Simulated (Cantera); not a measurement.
# Zr + H₂O (tantalum, niobium, vanadium and zirconium in process gases)

Feed: 1 mol Zr, a varied amount of H₂O, held at 1952 °C and 0.00510 bar.

These are equilibrium values from Cantera (NASA tables, ideal gas, pure condensed phases), not measurements of a reactor. Candidate condensed phases: H₂O, Zr, ZrO₂; 12 gas species. Mutual solubility and eutectic melting of coexisting phases are not modelled. Condensed phases not in the tables: N, O or C dissolved in the metal. Equilibrium is a limit: real reactors are often held back by kinetics, nucleation or transport.

| n(H₂O) (mol) | x H₂ | x H₂O | x H | x OH | x O | n Zr(l) | n ZrO₂(tetragonal) |
|---|---|---|---|---|---|---|---|
| 0.77 | 0.913 | 5.79e-6 | 0.0867 | 7.96e-8 | 5.24e-9 | 0.615 | 0.385 |
| 0.88 | 0.913 | 5.79e-6 | 0.0867 | 7.96e-8 | 5.24e-9 | 0.560 | 0.440 |
| 1 | 0.913 | 5.79e-6 | 0.0867 | 7.96e-8 | 5.24e-9 | 0.500 | 0.500 |
| 1.1 | 0.913 | 5.79e-6 | 0.0867 | 7.96e-8 | 5.24e-9 | 0.450 | 0.550 |
| 1.3 | 0.913 | 5.79e-6 | 0.0867 | 7.96e-8 | 5.24e-9 | 0.350 | 0.650 |
| 1.5 | 0.913 | 5.79e-6 | 0.0867 | 7.96e-8 | 5.24e-9 | 0.250 | 0.750 |
| 1.7 | 0.913 | 5.79e-6 | 0.0867 | 7.96e-8 | 5.24e-9 | 0.150 | 0.850 |
| 1.9 | 0.913 | 5.79e-6 | 0.0867 | 7.96e-8 | 5.24e-9 | 0.0496 | 0.950 |
| 2.2 | 0.830 | 0.0858 | 0.0826 | 0.00124 | 8.53e-5 | 0 | 1.000 |
| 2.5 | 0.731 | 0.189 | 0.0775 | 0.00290 | 0.000213 | 0 | 1.000 |
| 2.8 | 0.652 | 0.270 | 0.0733 | 0.00439 | 0.000342 | 0 | 1.000 |
| 3.2 | 0.571 | 0.354 | 0.0685 | 0.00615 | 0.000512 | 0 | 1.000 |
x: gas mole fraction; n: condensed amount in mol.

From 0.77 mol H₂O to 1.9 mol H₂O the condensed part is Zr(l) + ZrO₂(tetragonal). From 2.2 mol H₂O to 3.2 mol H₂O the condensed part is ZrO₂(tetragonal). The main Zr-bearing gas is ZrO at 0.77 mol H₂O and ZrO₂ at 3.2 mol H₂O.
